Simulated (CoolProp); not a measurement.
Vapour-liquid equilibrium of acetone (1) + n-heptane (2) at 0.654 MPa; x and y are mole fractions of (1).

The numbers come from the multi-fluid Helmholtz-energy mixture model, Lemmon 2006 and Span 2003; pair parameters Bell 2016 in CoolProp.

Give the bubble temperature and the first vapour's composition at x = 0.2, 0.725, 0.8. Is there an azeotrope?

x = 0.2: 146.9 °C, y = 0.510; x = 0.725: 125.9 °C, y = 0.824; x = 0.8: 124.8 °C, y = 0.858. No azeotrope shows between x = 0.05 and 0.95.

Pair parameters are fitted to limited data, so mixtures are less certain than the pure fluids.
